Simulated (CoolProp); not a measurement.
Properties of carbon monoxide along the isotherm -103.85 °C (Tc = -140.3 °C, pc = 3.498 MPa, ω = 0.050).

Values from CoolProp's reference Helmholtz-energy equation of state, Lemmon 2006. It is a short technical equation, of lower accuracy than the large ones.

```tsv
p (MPa)	phase	Z	cv (kJ/(kg K))	Joule-Thomson coefficient (K/MPa)	fugacity coefficient
2.33	gas	0.8908	0.7751	6.746	0.8978
4.66	supercritical	0.7787	0.8138	5.935	0.8041
7	supercritical	0.6792	0.8512	4.500	0.7205
9.33	supercritical	0.6275	0.8701	2.912	0.6514
11.7	supercritical	0.6330	0.8741	1.777	0.5986
14	supercritical	0.6688	0.8764	1.136	0.5620
16.3	supercritical	0.7171	0.8798	0.7459	0.5363
18.7	supercritical	0.7732	0.8839	0.4813	0.5178
21	supercritical	0.8293	0.8880	0.3048	0.5059
23.3	supercritical	0.8865	0.8921	0.1743	0.4985
25.7	supercritical	0.9465	0.8964	0.07033	0.4944
28	supercritical	1.004	0.9004	-0.008160	0.4933
30.3	supercritical	1.062	0.9042	-0.07181	0.4946
32.6	supercritical	1.119	0.9080	-0.1244	0.4978
35	supercritical	1.178	0.9118	-0.1703	0.5031
```
